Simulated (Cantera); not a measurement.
A freely propagating, adiabatic, planar premixed flame of H2 : O2 : N2 : H2O = 1 : 0.704 : 2.65 : 0.35 (molar parts), equivalence ratio 0.71, unburnt at 525 K and 0.640 bar; mixture-averaged transport, grid criteria slope 0.08 and curve 0.16, no radiation.

Model: the H2/O2 subset of GRI-Mech 3.0, which has no nitrogen chemistry, integrated in Cantera. Burning velocities carry a grid error of a few per cent, more on coarse grids.

Question: How do the results move with these cheaper or finer settings: unity-Lewis-number transport; multicomponent transport; multicomponent+Soret transport; grid criteria slope 0.5, curve 1; grid criteria slope 0.25, curve 0.5; grid criteria slope 0.03, curve 0.06?

Answer: 
```
setting                               laminar burning velocity  thermal thickness  peak x(HO2)  peak x(OH)  grid points
------------------------------------  ------------------------  -----------------  -----------  ----------  -----------
as above                                              334 cm/s           0.687 mm     0.000324      0.0118          101
unity-Lewis-number transport                          260 cm/s           0.520 mm     0.000239      0.0124           99
multicomponent transport                              332 cm/s           0.684 mm     0.000324      0.0118          101
multicomponent+Soret transport                        307 cm/s           0.678 mm     0.000323      0.0116          101
grid criteria slope 0.5, curve 1                      444 cm/s           0.952 mm     0.000316      0.0119           34
grid criteria slope 0.25, curve 0.5                   358 cm/s           0.734 mm     0.000310      0.0117           49
grid criteria slope 0.03, curve 0.06                  331 cm/s           0.676 mm     0.000327      0.0119          247
```
Unity Lewis numbers drop preferential diffusion, which matters most where H2 and H carry the flame; Soret adds thermal diffusion.
